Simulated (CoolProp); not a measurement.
R141b along the isobar 49.8 bar: fugacity coefficient from the reference equation and from simpler models built on Tc = 204.4 °C, pc = 42.12 bar, ω = 0.220; each cubic takes its own stable root.

Model: reference Helmholtz-energy equation of state, Lemmon 2006, in CoolProp. It is a short technical equation, of lower accuracy than the large ones.

```
T (°C)   phase  reference  van der Waals  Soave-Redlich-Kwong  Peng-Robinson
------  ------  ---------  -------------  -------------------  -------------
16.65   liquid    0.01350        0.09560              0.01378        0.01370
28.75   liquid    0.02103         0.1170              0.02144        0.02116
40.95   liquid    0.03147              ?              0.03211        0.03149
53.15   liquid    0.04535         0.1676              0.04630        0.04517
65.25   liquid          ?         0.1962              0.06440        0.06257
77.45   liquid    0.08521         0.2271              0.08718        0.08442
89.55   liquid     0.1119         0.2597               0.1146         0.1107
101.75  liquid     0.1439         0.2943               0.1474         0.1421
113.95  liquid     0.1810         0.3305               0.1855         0.1786
126.05  liquid     0.2228         0.3677               0.2284         0.2196
138.25  liquid     0.2699         0.4063               0.2765         0.2657
150.35  liquid     0.3211              ?               0.3285         0.3156
162.55  liquid     0.3766         0.4850               0.3847         0.3695
```

**Question.** Fill in the missing entries.

**Answer.** 
- 40.95, van der Waals: 0.1411
- 65.25, reference: 0.06301
- 150.35, van der Waals: 0.4452
